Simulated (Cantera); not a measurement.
A closed system holds: 1 mol Si3N4, 0.018 mol CO2, 1.4 mol H2, held at 0.240 Pa.

Method: chemical equilibrium by Gibbs-energy minimisation in Cantera with the NASA 1993 tables (ideal gas, pure condensed phases). Candidate condensed phases: C, C6H6, C7H8, C8H18, H2O, Si, SiC, SiO2, Si2N2O, Si3N4; 151 gas species. The tables' values for SiN are old estimates; treat these amounts as uncertain. Kinetics and transport are ignored.

### Question
At 1800 K, list the 5 most abundant gas species with their mole fractions, and the condensed phases.

### Answer
Si 0.438, N2 0.298, H2 0.162, H 0.0931, SiO 0.00415. Condensed: gas only.
